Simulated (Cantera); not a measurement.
A closed system holds: 1 mol C6H6, 0.34 mol NH3, 0.65 mol H2, held at 0.540 bar.

These are equilibrium values from Cantera (NASA tables, ideal gas, pure condensed phases), not measurements of a reactor. Candidate condensed phases: C, C6H6, C7H8, C8H18; 92 gas species. Rates play no part.

At 1900 °C, list the 7 most abundant gas species with their mole fractions, and the condensed phases.

H2 0.949, N2 0.0364, H 0.00640, HCN 0.00513, C2H2 (acetylene) 0.00210, HNC 0.000389, CH4 0.000136. Condensed: C(graphite).
